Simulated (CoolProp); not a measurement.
R410A along the isotherm 19.75 °C: density (kg/m³) from the reference equation and from simpler models built on Tc = 71.3 °C, pc = 4.901 MPa, ω = 0.296; each cubic takes its own stable root.

Computed with CoolProp (reference Helmholtz-energy equation of state, Lemmon 2003). It is a pseudo-pure fit of the blend.

```csv
p (MPa),phase,reference,van der Waals,Redlich-Kwong,Soave-Redlich-Kwong
0.155,gas,4.722,4.685,4.701,4.707
0.318,gas,9.926,9.762,9.832,9.859
0.654,gas,21.58,20.77,21.10,21.24
2.76,liquid,1095,603.6,843.2,893.7
5.66,liquid,1116,642.4,878.7,920.3
11.6,liquid,1149,688.0,930.3,962.0
23.9,liquid,1200,740.1,998.8,1021
49,liquid,1269,795.5,1080,1094
```
